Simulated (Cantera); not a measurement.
**Reactions in the system Ca-H-O**

Source: NASA polynomial tables (part measured, part estimated), evaluated in Cantera. Values are per mole of reaction as written; species without (g) are pure solids or liquids, kept so even where they would boil at 1 bar.

O₃(g) + 3 Ca(OH)₂ ⇌ 6 OH(g) + 3 CaO

| T (K) | ΔH° (kJ) | ΔS° (J/K) | ΔG° (kJ) | log10 K |
|---|---|---|---|---|
| 300 | 1147.3 | 727.9 | 928.9 | -161.74 |
| 350 | 1147.1 | 727.3 | 892.6 | -133.20 |
| 450 | 1145.0 | 722.1 | 820.1 | -95.19 |
| 550 | 1141.4 | 715.0 | 748.2 | -71.06 |
| 650 | 1137.0 | 707.6 | 677.1 | -54.41 |
| 750 | 1131.9 | 700.3 | 606.7 | -42.25 |
| 850 | 1126.2 | 693.1 | 537.0 | -33.00 |
| 950 | 1119.9 | 686.2 | 468.0 | -25.73 |
